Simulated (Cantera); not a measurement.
Cantera run:

```python
import numpy as np
import cantera as ct

gas_names = """
    N NO
""".split()
cond_names = """
    TiO2(ru) TiO2(L) Ti3O5(a) Ti3O5(b) Ti3O5(L)
""".split()


def load(file, names, dense=False):
    # The tables refer to 1 bar. Condensed volumes are neglected.
    table = {s.name: s for s in ct.Species.list_from_file(file)}
    out = []
    for n in names:
        d = dict(table[n].input_data)
        d["thermo"] = dict(d["thermo"], **{"reference-pressure": 1e5})
        if dense:
            d["equation-of-state"] = {"model": "constant-volume", "density": "1e6 g/cm^3"}
        out.append(ct.Species.from_dict(d))
    return out


species = {s.name: s for s in load("nasa_gas.yaml", gas_names) + load("nasa_condensed.yaml", cond_names)}
# Each term lists the table entries of one substance; the one whose range holds T is used.
reactions = {
    '3 TiO2 + N(g) = Ti3O5 + NO(g)':
        [(-3, ['TiO2(ru)', 'TiO2(L)']), (-1, ['N']), (1, ['Ti3O5(a)', 'Ti3O5(b)', 'Ti3O5(L)']), (1, ['NO'])],
}


def pick(names, T):
    return next(species[n] for n in names if species[n].thermo.min_temp <= T <= species[n].thermo.max_temp)


results = []
for label, terms in reactions.items():
    print(label)
    print("     T/K   dH/kJ  dS/(J/K)   dG/kJ   log10 K")
    for T in [1598, 1698, 1798, 1898, 1998, 2098, 2198]:
        used = [(nu, pick(names, T)) for nu, names in terms]
        dH = sum(nu * s.thermo.h(T) for nu, s in used) / 1e6
        dS = sum(nu * s.thermo.s(T) for nu, s in used) / 1e3
        dG = dH - T * dS / 1e3
        logK = -dG * 1e6 / (ct.gas_constant * T * np.log(10))
        results.append((label, T, dH, dS, dG, logK, [s.name for _, s in used]))
        print(f"{T:8g} {dH:8.1f} {dS:8.1f} {dG:8.1f} {logK:8.2f}")
```

Result:

```
3 TiO2 + N(g) = Ti3O5 + NO(g)
     T/K   dH/kJ  dS/(J/K)   dG/kJ   log10 K
    1598      8.5     63.7    -93.3     3.05
    1698     10.9     65.1    -99.7     3.07
    1798     13.7     66.7   -106.3     3.09
    1898     16.9     68.5   -113.1     3.11
    1998     20.5     70.4   -120.0     3.14
    2098    196.4    156.1   -131.2     3.27
    2198     -4.1     62.0   -140.4     3.34
```

Standard-state values (1 bar) from the NASA 1993 polynomials, evaluated with Cantera. Condensed species are held in their standard states even where they would react or evaporate.
